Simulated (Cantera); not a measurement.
Feed: 1 mol SiH4, 1.9 mol HCl, 9.3 mol H2, equilibrated at 2475 K and 0.300 bar.

Method: chemical equilibrium by Gibbs-energy minimisation in Cantera with the NASA 1993 tables (ideal gas, pure condensed phases). The tables' values for SiCl, SiCl3 are old estimates; treat these amounts as uncertain. Gases not in the tables: Si2H6 and higher silanes. Kinetics and transport are ignored.

```json
[
 {"species": "H2", "before": "0.825", "after": "0.746"},
 {"species": "HCl", "before": "0.0973", "after": "0.148"},
 {"species": "SiCl2", "before": "0.0173", "after": "0.0440"},
 {"species": "H", "before": "0.0373", "after": "0.0355"},
 {"species": "Si", "before": "0.0131", "after": "0.0131"},
 {"species": "SiCl3", "before": "6.12e-5", "after": "0.000249"},
 {"species": "Cl", "before": "0.00312", "after": "0.00498"},
 {"species": "SiCl", "before": "0.00357", "after": "0.00571"},
 {"species": "SiH2", "before": "0.000771", "after": "0.000697"},
 {"species": "SiH", "before": "0.00179", "after": "0.00170"},
 {"species": "Si2", "before": "0.000337", "after": "0.000337"},
 {"species": "Si(l), mol", "before": "0.488", "after": "0.490"}
]
```
Gas species are given as mole fractions.

**Question.** Name the change that produced these shifts.
(A) temperature from 2475 K to 1723.15 K
(B) temperature from 2475 K to 1523 K
(C) HCl from 1.9 to 0.025 mol
(D) H2 from 9.3 to 3.5 mol

**Answer.** D, H2 from 9.3 to 3.5 mol
